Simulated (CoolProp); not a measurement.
Vapour-liquid equilibrium of R125 (1) + R227EA (2) at 1.01 bar; x and y are mole fractions of (1).

Values from CoolProp's multi-fluid Helmholtz-energy mixture model, Lemmon 2005 and Lemmon 2016; pair parameters Bell 2016.

```json
[
 {"x": "0.05", "bubble temperature, mixture model (°C)": "-19.3", "bubble temperature, Raoult's law (°C)": "-19.5", "y, mixture model": "0.159", "y, Raoult's law": "0.170"},
 {"x": "0.15", "bubble temperature, mixture model (°C)": "(withheld)", "bubble temperature, Raoult's law (°C)": "-24.8", "y, mixture model": "(withheld)", "y, Raoult's law": "0.417"},
 {"x": "0.25", "bubble temperature, mixture model (°C)": "-29.0", "bubble temperature, Raoult's law (°C)": "-29.2", "y, mixture model": "0.568", "y, Raoult's law": "0.583"},
 {"x": "0.35", "bubble temperature, mixture model (°C)": "(withheld)", "bubble temperature, Raoult's law (°C)": "-32.9", "y, mixture model": "0.688", "y, Raoult's law": "0.700"},
 {"x": "0.45", "bubble temperature, mixture model (°C)": "(withheld)", "bubble temperature, Raoult's law (°C)": "-36.1", "y, mixture model": "(withheld)", "y, Raoult's law": "0.785"},
 {"x": "0.55", "bubble temperature, mixture model (°C)": "-38.9", "bubble temperature, Raoult's law (°C)": "-38.9", "y, mixture model": "(withheld)", "y, Raoult's law": "0.848"},
 {"x": "0.65", "bubble temperature, mixture model (°C)": "(withheld)", "bubble temperature, Raoult's law (°C)": "-41.4", "y, mixture model": "0.890", "y, Raoult's law": "0.897"},
 {"x": "0.75", "bubble temperature, mixture model (°C)": "-43.5", "bubble temperature, Raoult's law (°C)": "-43.6", "y, mixture model": "(withheld)", "y, Raoult's law": "0.935"},
 {"x": "0.85", "bubble temperature, mixture model (°C)": "-45.5", "bubble temperature, Raoult's law (°C)": "-45.5", "y, mixture model": "0.962", "y, Raoult's law": "0.965"},
 {"x": "0.95", "bubble temperature, mixture model (°C)": "-47.3", "bubble temperature, Raoult's law (°C)": "-47.3", "y, mixture model": "0.988", "y, Raoult's law": "0.989"}
]
```

Task: Complete the blanks.

Result: 
- 0.15, bubble temperature, mixture model (°C): -24.6
- 0.15, y, mixture model: 0.400
- 0.35, bubble temperature, mixture model (°C): -32.8
- 0.45, bubble temperature, mixture model (°C): -36.0
- 0.45, y, mixture model: 0.775
- 0.55, y, mixture model: 0.840
- 0.65, bubble temperature, mixture model (°C): -41.3
- 0.75, y, mixture model: 0.930

The largest gap from Raoult's law is +0.2 K in bubble temperature, at x = 0.15. No azeotrope shows between x = 0.05 and 0.95.

The pair parameters rest on a limited set of measurements; away from them the model extrapolates.
